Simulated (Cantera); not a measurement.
Input: 1 mol CH3SiH3, 0.021 mol HCl, 5.2 mol H2, held at 0.100 bar.

Cantera equilibrium calculation (NASA polynomials, part measured and part estimated; ideal gas, pure solids and liquids). Candidate condensed phases: C, C6H6, C7H8, C8H18, Si, SiC; 109 gas species. The feed counts by its element totals alone. Gases not in the tables: Si2H6 and higher silanes. Rates play no part.

Problem. What share of the Si ends up in condensed phases as a function of T (K), at 1925, 1975, 2025, 2075, 2125, 2175, 2225, 2275, 2325?

Solution. 
```csv
T (K),Si condensed (%),as
1925,100.0,SiC(s)
1975,99.9,SiC(s)
2025,99.9,SiC(s)
2075,99.7,SiC(s)
2125,99.6,SiC(s)
2175,99.2,SiC(s)
2225,98.7,SiC(s)
2275,97.9,SiC(s)
2325,96.6,SiC(s)
```
